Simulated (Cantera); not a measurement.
Reactions in the system Ba-F-H-O

Cantera with NASA thermochemical tables; ideal gases at 1 bar, condensed phases pure. Values are per mole of reaction as written; species without (g) are pure solids or liquids, kept so even where they would boil at 1 bar.

BaF₂ + 2 OH(g) = Ba(OH)₂ + F₂(g)

```csv
T (K),ΔH° (kJ),ΔS° (J/K),ΔG° (kJ),log10 K,condensed phases
300,183.5,-153.9,229.7,-39.99,"BaF₂(s), Ba(OH)₂(s)"
1923,190.9,-122.8,427.0,-11.60,"BaF₂(l), Ba(OH)₂(l)"
2023,192.0,-122.2,439.3,-11.34,"BaF₂(l), Ba(OH)₂(l)"
2123,193.0,-121.7,451.5,-11.11,"BaF₂(l), Ba(OH)₂(l)"
2223,194.0,-121.3,463.6,-10.89,"BaF₂(l), Ba(OH)₂(l)"
2323,194.9,-120.9,475.7,-10.70,"BaF₂(l), Ba(OH)₂(l)"
2423,195.7,-120.5,487.8,-10.52,"BaF₂(l), Ba(OH)₂(l)"
2523,196.5,-120.2,499.8,-10.35,"BaF₂(l), Ba(OH)₂(l)"
2623,197.3,-119.9,511.8,-10.19,"BaF₂(l), Ba(OH)₂(l)"
```
